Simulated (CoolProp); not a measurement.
Properties of R115 along the isobar 3630 kPa.

Computed with CoolProp (reference Helmholtz-energy equation of state, Lemmon 2016).

```
T (K)          phase  cv (kJ/(kg K))  speed of sound (m/s)
-----  -------------  --------------  --------------------
256           liquid          0.6578                 550.3
270.7         liquid          0.6775                 493.5
285.5         liquid          0.6977                 436.9
300.2         liquid          0.7182                 380.5
314.9         liquid          0.7395                 322.6
329.6         liquid          0.7625                 261.0
344.3         liquid          0.7908                 189.6
359    supercritical          0.8630                 84.44
373.8  supercritical          0.8311                 92.41
388.5  supercritical          0.8202                 106.1
403.2  supercritical          0.8220                 116.2
417.9  supercritical          0.8283                 124.4
432.6  supercritical          0.8367                 131.5
```
